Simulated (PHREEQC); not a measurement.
Dissolve 0.0052 mol H3PO4 and 0.001 mol KOH per kg of water at 25 °C. Closed to the air; pH follows from the charge balance.

Model: ion-association model, phreeqc.dat, run in PHREEQC.

Each row changes one thing in this solution. No solid was allowed to form.

| case | pH | ionic strength (mol/kgw) |
|---|---|---|
| as made | 2.58 | 0.00381 |
| H3PO4 from 0.0052 to 0.00052 mol/kgw | … | 0.00148 |
| H3PO4 replaced by NaH2PO4 at the same molality | 6.47 | 0.00718 |
| H3PO4 replaced by Na3PO4 at the same molality | 11.60 | 0.0246 |
| KOH from 0.001 to 0.0009 mol/kgw | … | 0.00379 |
| H3PO4 left out | 10.98 | … |
| diluted 100-fold with water | 4.38 | … |

**Question.** Fill in the missing entries.

**Answer.** 
- H3PO4 from 0.0052 to 0.00052 mol/kgw, pH: 8.21
- KOH from 0.001 to 0.0009 mol/kgw, pH: 2.57
- H3PO4 left out, ionic strength (mol/kgw): 0.00100
- diluted 100-fold with water, ionic strength (mol/kgw): 5.18e-5
